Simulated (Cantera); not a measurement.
Feed: 1 mol Al(CH₃)₃, 12 mol NH₃, 23 mol H₂, equilibrated at 70.0 mbar.

Equilibrium computed with Cantera from the NASA thermochemical tables; the gas is ideal and each condensed phase is pure. Candidate condensed phases: Al, AlN, C, C₆H₆, C₇H₈, C₈H₁₈; 97 gas species. The feed counts by its element totals alone. Rates play no part.

Over these rows the condensed part is AlN(s) + C(graphite). Partial pressures as log10 of bar:

```
T (K)  1000/T (1/K)  log p Al  log p H₂  log p N₂
-----  ------------  --------  --------  --------
1625         0.6154     -7.44     -1.20     -2.12
1675         0.5970     -6.83     -1.20     -2.12
1725         0.5797         ?     -1.21     -2.12
1775         0.5634     -5.72     -1.21     -2.13
1825         0.5479     -5.21     -1.21     -2.13
1875         0.5333     -4.72     -1.21     -2.13
```

Question: Fit log p(Al) = a + b·(1000/T) to the five rows, give the apparent enthalpy, and predict the row at 1725 K.

Answer: Means: 1000/T = 0.5714, log p = -5.984. Sxy = -0.154181, Sxx = 0.0046592, so b = -33.09 and a = -5.984 − (-33.09)×0.5714 = 12.92.
Apparent enthalpy: −19.145 × (-33.09) = 634 kJ/mol. With the condensed phases at unit activity, AlN(s) = Al(g) + 1/2 N₂(g) links this pressure to the main gases: over the six rows their terms move log p by +0.00 in all, so the slope is close to that reaction's ΔH°. The five rows lie within 0.01 of the line.
Prediction at 1725 K: 12.92 + (-33.09)×0.5797 = -6.26. The computed value is -6.26, 0.00 from the line.
